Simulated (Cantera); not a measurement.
A Cantera script and its output.

```python
import numpy as np
import cantera as ct

gas = ct.Solution("gri30.yaml")
gas.TPX = 1250, 2200000, {'H2': 1, 'O2': 0.5, 'N2': 4.75}
reactor = ct.IdealGasConstPressureReactor(gas, energy="on", clone=False)
net = ct.ReactorNet([reactor])
net.rtol, net.atol = 1e-08, 1e-16
show = ['H2', 'O2', 'NO2', 'O', 'HO2']
times = np.geomspace(1e-06, 0.8, 10)

steps = ct.SolutionArray(gas, extra=["t"])
rows = []
print(f"{'t/s':>10s}{'T/K':>9s}{'P/Pa':>11s}" + "".join(f"{s:>11s}" for s in show))
for t in times:
    while net.time < t:
        t_next = net.step()
        steps.append(gas.state, t=t_next)
    rows.append([np.interp(t, steps.t, y) for y in (steps.T, steps.P, *steps(*show).X.T)])
    print(f"{t:10.3e}{rows[-1][0]:9.1f}{rows[-1][1]:11.4g}" + "".join(f"{x:11.3e}" for x in rows[-1][2:]))
rate = np.gradient(steps.T, steps.t)
print("integrator steps:", len(steps.t))
if steps.T.max() > steps.T[0] + 200:
    print(f"time of steepest temperature rise: {steps.t[rate.argmax()]:.4e} s")
gas.TPX = 1250, 2200000, {'H2': 1, 'O2': 0.5, 'N2': 4.75}
gas.equilibrate("HP")
print(f"equilibrium (HP): T = {gas.T:.1f} K  " + "  ".join(f"{s} {gas[s].X[0]:.3e}" for s in show))
```

Result:

```
       t/s      T/K       P/Pa         H2         O2        NO2          O        HO2
 1.000e-06   1250.0    2.2e+06  1.600e-01  8.000e-02  6.819e-23  1.238e-09  1.319e-07
 4.528e-06   1250.0    2.2e+06  1.600e-01  8.000e-02  1.738e-20  1.989e-09  7.502e-07
 2.050e-05   1250.1    2.2e+06  1.600e-01  7.999e-02  2.947e-17  1.544e-08  8.593e-06
 9.283e-05   2350.4    2.2e+06  4.406e-03  1.718e-03  2.484e-08  9.005e-05  1.168e-06
 4.203e-04   2361.8    2.2e+06  3.135e-03  1.155e-03  3.588e-08  5.136e-05  5.568e-07
 1.903e-03   2361.0    2.2e+06  3.203e-03  1.096e-03  1.053e-07  4.981e-05  5.340e-07
 8.618e-03   2358.6    2.2e+06  3.414e-03  9.380e-04  2.824e-07  4.548e-05  4.716e-07
 3.902e-02   2357.3    2.2e+06  3.533e-03  8.627e-04  3.620e-07  4.331e-05  4.411e-07
 1.767e-01   2357.3    2.2e+06  3.533e-03  8.624e-04  3.623e-07  4.330e-05  4.410e-07
 8.000e-01   2357.3    2.2e+06  3.533e-03  8.624e-04  3.623e-07  4.330e-05  4.410e-07
integrator steps: 1542
time of steepest temperature rise: 6.9063e-05 s
equilibrium (HP): T = 2357.3 K  H2 3.533e-03  O2 8.624e-04  NO2 3.623e-07  O 4.330e-05  HO2 4.410e-07
```

Cantera simulation using GRI-Mech 3.0 (53 species, 325 reactions); the numbers are that mechanism's predictions, not measurements. The hydrogen kinetics of GRI-Mech 3.0 are dated; newer H2 mechanisms differ, most at raised pressure. The pressure lies above the range GRI-Mech 3.0 was tuned for (to about 10 atm).
